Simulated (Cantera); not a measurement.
A closed system holds: 1 mol SiH2Cl2, 0.0058 mol Cl2, a varied amount of H2, held at 777 °C and 0.900 Torr.

Cantera equilibrium calculation (NASA polynomials, part measured and part estimated; ideal gas, pure solids and liquids). Candidate condensed phases: Si; 19 gas species. The tables' values for SiCl3 are old estimates; treat these amounts as uncertain. Kinetics and transport are ignored.

x: gas mole fraction; n: condensed amount in mol.

```json
[
 {"n(H2) (mol)": "10", "x H2": "0.906", "x HCl": "0.0613", "x SiCl4": "0.0193", "x SiCl2": "[?]", "n Si(s)": "0.614"},
 {"n(H2) (mol)": "18", "x H2": "0.934", "x HCl": "0.0501", "x SiCl4": "0.00806", "x SiCl2": "[?]", "n Si(s)": "0.680"},
 {"n(H2) (mol)": "32", "x H2": "0.954", "x HCl": "0.0386", "x SiCl4": "0.00271", "x SiCl2": "[?]", "n Si(s)": "0.763"},
 {"n(H2) (mol)": "55", "x H2": "0.969", "x HCl": "0.0279", "x SiCl4": "0.000721", "x SiCl2": "[?]", "n Si(s)": "0.844"},
 {"n(H2) (mol)": "96", "x H2": "0.981", "x HCl": "0.0183", "x SiCl4": "0.000130", "x SiCl2": "[?]", "n Si(s)": "0.910"},
 {"n(H2) (mol)": "170", "x H2": "0.989", "x HCl": "0.0111", "x SiCl4": "1.71e-5", "x SiCl2": "[?]", "n Si(s)": "0.952"},
 {"n(H2) (mol)": "290", "x H2": "0.993", "x HCl": "0.00669", "x SiCl4": "2.27e-6", "x SiCl2": "[?]", "n Si(s)": "0.973"},
 {"n(H2) (mol)": "510", "x H2": "0.996", "x HCl": "0.00387", "x SiCl4": "2.52e-7", "x SiCl2": "[?]", "n Si(s)": "0.985"}
]
```

Complete the blanks.


- 10, x SiCl2: 0.00776
- 18, x SiCl2: 0.00502
- 32, x SiCl2: 0.00291
- 55, x SiCl2: 0.00150
- 96, x SiCl2: 0.000638
- 170, x SiCl2: 0.000232
- 290, x SiCl2: 8.42e-5
- 510, x SiCl2: 2.81e-5
